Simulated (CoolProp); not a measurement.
Methane along the isobar 6260 kPa: fugacity coefficient from the reference equation and from simpler models built on Tc = -82.6 °C, pc = 4599 kPa, ω = 0.011; each cubic takes its own stable root.

Computed with CoolProp (reference Helmholtz-energy equation of state, Setzmann 1991).

```tsv
T (°C)	phase	reference	Redlich-Kwong	Peng-Robinson
-95.45	liquid	0.3988	0.4051	0.3893
-84.55	liquid	0.5057	0.5114	0.4901
-73.75	supercritical	0.6071	0.6075	0.5824
-62.95	supercritical	0.6778	0.6753	0.6484
-52.15	supercritical	0.7270	0.7238	0.6967
-41.35	supercritical	0.7658	0.7623	0.7358
-30.45	supercritical	0.7980	0.7943	0.7688
-19.65	supercritical	0.8247	0.8209	0.7966
-8.85	supercritical	0.8474	0.8435	0.8206
1.95	supercritical	0.8668	0.8629	0.8413
12.75	supercritical	0.8836	0.8796	0.8594
```
